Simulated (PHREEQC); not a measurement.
Solution (48 °C): 0.19 mol/kgw K2CO3, 0.017 mol/kgw CO2 and 0.026 mol/kgw H2SO4. Closed to the air; pH follows from the charge balance.

The numbers come from PHREEQC with the ion-association model, phreeqc.dat.

Q: The ionic strength comes out as 0.506 mol/kgw. What activity coefficients do CO3-2, HCO3-, OH-, K+, KSO4- get?

A: CO3-2 0.22, HCO3- 0.68, OH- 0.62, K+ 0.63, KSO4- 0.68.

This is a speciation only: nothing precipitates in the calculation. Constants without temperature data keep their 25 °C values here.
